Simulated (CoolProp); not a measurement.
The fluid at 298.48 K and 1.11 MPa flows at 0.19 m/s in a round tube of 4.6 mm bore and 45 µm roughness, fully developed (64/Re and Nu = 3.66 if laminar; Colebrook and Gnielinski if turbulent). The same conditions are run with several fluids, on thermodynamics alone (safety and materials aside).

The numbers come from the reference Helmholtz-energy equation of state of each fluid (R134a: Tillner-Roth 1994; n-decane: Lemmon 2006; methanol: de Reuck 1993) in CoolProp.

```json
[
 {"fluid": "R134a", "Reynolds number": "5400", "Darcy friction factor": "0.0465", "pressure drop (Pa/m)": "220", "heat-transfer coefficient (W/(m² K))": "693", "mass flow (kg/h)": "13.7"},
 {"fluid": "n-decane", "Reynolds number": "744", "Darcy friction factor": "0.0860", "pressure drop (Pa/m)": "245", "heat-transfer coefficient (W/(m² K))": "?", "mass flow (kg/h)": "8.27"},
 {"fluid": "methanol", "Reynolds number": "1260", "Darcy friction factor": "?", "pressure drop (Pa/m)": "156", "heat-transfer coefficient (W/(m² K))": "?", "mass flow (kg/h)": "8.95"}
]
```

**Question.** What belongs in the gaps?

**Answer.** 
- n-decane, heat-transfer coefficient (W/(m² K)): 103
- methanol, Darcy friction factor: 0.0507
- methanol, heat-transfer coefficient (W/(m² K)): 160

Transport values come from each fluid's own correlations; those of R134a are estimates that may be off by 10 % or more.
